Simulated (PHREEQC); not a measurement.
Make-up at 20 °C: 7.4 mmol/kgw HF, 0.072 mmol/kgw NaF and 3.4 mmol/kgw H2SiF6. Closed to the air; pH follows from the charge balance.

The numbers come from PHREEQC with the ion-association model, wateq4f.dat.

### Question
The ionic strength comes out as 0.0110 mol/kgw. What activity coefficients do SiF6-2, F-, Na+, H+, HF2- get?

### Answer
SiF6-2 0.66, F- 0.90, Na+ 0.90, H+ 0.91, HF2- 0.90.

Precipitation was switched off in this run. SiF6-2 is the database's only silicon fluoride.
